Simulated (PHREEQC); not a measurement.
1 kg of water holding 0.026 mol NaCl meets 20 L of dry gas (CO2 0.51, CH4 0.49 by moles) at fixed total pressure, at 100 °C; fugacities by Peng-Robinson. The gases take part in no redox reaction, some water evaporates into the gas, and hydrates or a liquid gas phase aren't modelled. Precipitation was switched off in this run.

The numbers come from PHREEQC with the ion-association model, phreeqc.dat.

```tsv
P (atm)	dissolved CO2 (all carbonate carbon) (mol/kgw)	φ of CO2	p of CO2 (atm)	dissolved CH4 (mol/kgw)	φ of CH4	p of CH4 (atm)
2	0.00531	0.996	0.507	0.000483	1.002	0.490
5	0.0209	0.986	2.02	0.00192	0.998	1.96
10	0.0461	0.973	4.54	0.00428	0.993	4.42
20	0.0943	0.948	9.59	0.00885	0.984	9.33
30	0.140	0.923	14.6	0.0133	0.976	14.2
40	0.182	0.899	19.7	0.0175	0.969	19.1
50	0.221	0.876	24.7	0.0216	0.961	24.0
75	0.308	0.822	37.4	0.0312	0.946	36.3
100	0.380	0.773	50.0	0.0401	0.933	48.5
150	0.487	0.690	75.3	0.0559	0.913	72.8
200	0.560	0.625	101	0.0699	0.901	97.2
300	0.654	0.542	151	0.0934	0.892	146
400	0.717	0.499	202	0.113	0.898	194
```

Constants without temperature data keep their 25 °C values here.
